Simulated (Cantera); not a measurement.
Mixture: 15.6 % H2, 17.1 % O2, 64.0 % N2, 3.29 % H2O, equivalence ratio 0.46, at 10.0 bar, adiabatic and at constant volume. Ignition delay is the time to a rise of 400 K.

Model: GRI-Mech 3.0 (53 species, 325 reactions), integrated in Cantera. The hydrogen kinetics of GRI-Mech 3.0 are dated; newer H2 mechanisms differ, most at raised pressure.

**Question.** Predict: delay at 1125 K; delay at 1225 K; delay at 1325 K; delay at 1425 K; delay at 1525 K; delay at 1625 K; delay at 1725 K; apparent activation energy between 1525 and 1725 K.

**Answer.** 
| Quantity | Value |
|---|---|
| delay at 1125 K | 0.862 ms |
| delay at 1225 K | 84.6 µs |
| delay at 1325 K | 6.08 µs |
| delay at 1425 K | 2.57 µs |
| delay at 1525 K | 1.60 µs |
| delay at 1625 K | 1.15 µs |
| delay at 1725 K | 0.901 µs |
| apparent activation energy between 1525 and 1725 K | 62 kJ/mol |
